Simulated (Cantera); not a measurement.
A perfectly stirred reactor is fed with 3.09 % CH4, 0.280 % O2, 96.6 % N2, equivalence ratio 22, at 750 Torr; it is held at 1375 K, and followed from long to short residence time.

Computed with Cantera and GRI-Mech 3.0 (53 species, 325 reactions). GRI-Mech 3.0 stops at C3 and has no aromatics, soot or wall deposition, so with more carbon than oxygen in the feed, carbon stays in small species such as C2H2 where larger ones or solid carbon would form.

Task: Predict: x(CH4) at τ = 1.60 s; x(O2) at τ = 1.60 s; x(CO) at τ = 1.60 s; x(H2O) at τ = 1.60 s; x(CH4) at τ = 73.0 ms; x(O2) at τ = 73.0 ms; x(CO) at τ = 73.0 ms; x(H2O) at τ = 73.0 ms.

Result: x(CH4) at τ = 1.60 s: 0.0253
x(O2) at τ = 1.60 s: 0.000904
x(CO) at τ = 1.60 s: 0.00136
x(H2O) at τ = 1.60 s: 0.00227
x(CH4) at τ = 73.0 ms: 0.0307
x(O2) at τ = 73.0 ms: 0.00275
x(CO) at τ = 73.0 ms: 3.15e-5
x(H2O) at τ = 73.0 ms: 5.93e-5
